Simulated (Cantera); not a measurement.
Charge: 1 mol SiH2Cl2, 0.68 mol Cl2, 270 mol N2, equilibrated at 7.50 Torr.

Method: chemical equilibrium by Gibbs-energy minimisation in Cantera with the NASA 1993 tables (ideal gas, pure condensed phases). Candidate condensed phases: NH4Cl, Si, Si3N4; 28 gas species. N2 is the only nitrogen source here; it is nearly inert below about 1500 K, so the nitride shown seldom forms there in practice. The tables' values for SiCl3 are old estimates; treat these amounts as uncertain. Rates play no part.

x: gas mole fraction; n: condensed amount in mol.

```json
[
 {"T (°C)": "700", "x N2": "0.992", "x HCl": "0.00671", "x SiCl2": "(withheld)", "x SiCl4": "0.00141", "n Si3N4(s)": "0.205"},
 {"T (°C)": "750", "x N2": "0.992", "x HCl": "0.00676", "x SiCl2": "(withheld)", "x SiCl4": "0.00139", "n Si3N4(s)": "0.206"},
 {"T (°C)": "800", "x N2": "0.992", "x HCl": "0.00680", "x SiCl2": "(withheld)", "x SiCl4": "0.00137", "n Si3N4(s)": "0.207"},
 {"T (°C)": "850", "x N2": "0.992", "x HCl": "0.00683", "x SiCl2": "(withheld)", "x SiCl4": "0.00134", "n Si3N4(s)": "0.207"},
 {"T (°C)": "900", "x N2": "0.991", "x HCl": "0.00685", "x SiCl2": "(withheld)", "x SiCl4": "0.00129", "n Si3N4(s)": "0.205"},
 {"T (°C)": "950", "x N2": "0.991", "x HCl": "0.00686", "x SiCl2": "(withheld)", "x SiCl4": "0.00118", "n Si3N4(s)": "0.199"},
 {"T (°C)": "1000", "x N2": "0.991", "x HCl": "0.00685", "x SiCl2": "(withheld)", "x SiCl4": "0.000986", "n Si3N4(s)": "0.185"},
 {"T (°C)": "1050", "x N2": "0.991", "x HCl": "0.00679", "x SiCl2": "(withheld)", "x SiCl4": "0.000680", "n Si3N4(s)": "0.158"},
 {"T (°C)": "1100", "x N2": "0.991", "x HCl": "0.00663", "x SiCl2": "(withheld)", "x SiCl4": "0.000347", "n Si3N4(s)": "0.122"},
 {"T (°C)": "1150", "x N2": "0.990", "x HCl": "0.00633", "x SiCl2": "(withheld)", "x SiCl4": "0.000128", "n Si3N4(s)": "0.0854"},
 {"T (°C)": "1200", "x N2": "0.990", "x HCl": "0.00585", "x SiCl2": "(withheld)", "x SiCl4": "4.01e-5", "n Si3N4(s)": "0.0521"},
 {"T (°C)": "1250", "x N2": "0.990", "x HCl": "0.00525", "x SiCl2": "0.00332", "x SiCl4": "1.22e-5", "n Si3N4(s)": "0.0198"},
 {"T (°C)": "1300", "x N2": "0.990", "x HCl": "0.00486", "x SiCl2": "0.00358", "x SiCl4": "4.58e-6", "n Si3N4(s)": "0"}
]
```

**Question.** Fill in the missing entries.

**Answer.** 
- 700, x SiCl2: 1.36e-7
- 750, x SiCl2: 7.43e-7
- 800, x SiCl2: 3.45e-6
- 850, x SiCl2: 1.39e-5
- 900, x SiCl2: 4.88e-5
- 950, x SiCl2: 0.000151
- 1000, x SiCl2: 0.000405
- 1050, x SiCl2: 0.000910
- 1100, x SiCl2: 0.00163
- 1150, x SiCl2: 0.00233
- 1200, x SiCl2: 0.00287
